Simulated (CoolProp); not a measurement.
Computed with CoolProp (reference Helmholtz-energy equation of state, Smukala 2000).

### Question
For ethylene, give the phase and the speed of sound (m/s), Joule-Thomson coefficient (K/MPa), expansivity (1/kK) at 153.5 K and 25.2 MPa; 153.5 K and 44.1 MPa.

### Answer
- 153.5 K and 25.2 MPa: liquid; speed of sound 1580, Joule-Thomson coefficient -0.498, expansivity 1.92
- 153.5 K and 44.1 MPa: liquid; speed of sound 1670, Joule-Thomson coefficient -0.516, expansivity 1.73
